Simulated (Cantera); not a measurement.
Standard-state values (1 bar) from the NASA 1993 polynomials, evaluated with Cantera. Values are per mole of reaction as written; species without (g) are pure solids or liquids, kept so even where they would boil at 1 bar.

Ca(g) + 2 HF(g) = 2 H(g) + CaF2, with ΔH° = -422.5 kJ and ΔS° = -204.2 J/K at 300 K.

Q: How far is the shortcut ΔG° ≈ ΔH°(300 K) − T·ΔS°(300 K) from the full temperature-dependent value at 2098, 2148, 2198, 2248, 2298, 2348, 2398, 2448, 2498, 2548, 2598 K?

A: 
```tsv
T (K)	shortcut (kJ)	full (kJ)	difference (kJ)	difference in log10 K	condensed phases
2098	6.0	-103.4	109.4	-2.72	CaF2(l)
2148	16.2	-99.0	115.1	-2.80	CaF2(l)
2198	26.4	-94.6	121.0	-2.87	CaF2(l)
2248	36.6	-90.2	126.8	-2.95	CaF2(l)
2298	46.8	-85.9	132.8	-3.02	CaF2(l)
2348	57.0	-81.7	138.7	-3.09	CaF2(l)
2398	67.2	-77.5	144.8	-3.15	CaF2(l)
2448	77.5	-73.4	150.9	-3.22	CaF2(l)
2498	87.7	-69.3	157.0	-3.28	CaF2(l)
2548	97.9	-65.3	163.2	-3.35	CaF2(l)
2598	108.1	-61.3	169.4	-3.41	CaF2(l)
```
The shortcut ignores heat capacities and the phase changes listed.
